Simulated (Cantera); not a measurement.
## Ignition delay

Mixture: CO : H₂ : O₂ : N₂ = 1 : 1.5 : 1.81 : 6.81 (molar parts), equivalence ratio 0.69, at 0.987 atm, adiabatic and at constant volume. Ignition delay is the time to a rise of 400 K.

Cantera simulation using GRI-Mech 3.0 (53 species, 325 reactions); the numbers are that mechanism's predictions, not measurements. Where the delays flatten at high temperature, the 400 K rule measures the pace of heat release, not the induction time.

```tsv
T0 (K)	delay (ms)
1250	0.0430
1325	0.0330
1400	0.0271
1475	0.0236
1550	0.0217
1625	0.0208
1700	0.0208
1775	0.0215
```
